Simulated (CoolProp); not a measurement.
Vapour-liquid equilibrium of ethylene (1) + propane (2) at 594 kPa; x and y are mole fractions of (1).

Model: multi-fluid Helmholtz-energy mixture model, Smukala 2000 and Lemmon 2009; pair parameters Bell 2016, in CoolProp.

Q: Give the bubble temperature and the first vapour's composition at x = 0.05, 0.35, 0.8. Is there an azeotrope?

A: x = 0.05: 271.2 K, y = 0.259; x = 0.35: 234.0 K, y = 0.850; x = 0.8: 212.5 K, y = 0.979. No azeotrope shows between x = 0.05 and 0.95.

Pair parameters are fitted to limited data, so mixtures are less certain than the pure fluids. The gap from Raoult's law changes sign with composition, which may be real or a fault of the pair parameters; it wasn't checked against measurements.
